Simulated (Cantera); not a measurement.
# Ignition delay

Mixture: CH3OH : O2 : N2 = 1.5 : 1.36 : 5.13 (molar parts), at 1.00 bar, adiabatic and at constant pressure. Ignition delay is the time to a rise of 400 K.

Model: GRI-Mech 3.0 (53 species, 325 reactions), integrated in Cantera. GRI-Mech 3.0 was tuned for natural gas; its chemistry of methanol as a main component is partial and can be far from experiment.

```csv
T0 (K),delay (ms)
1075,86.9
1125,32.2
1175,13.0
1225,5.70
1275,2.68
1325,1.35
1375,0.718
1425,0.405
1475,0.241
1525,0.150
```

The apparent activation energy between 1425 and 1525 K is 180 kJ/mol.
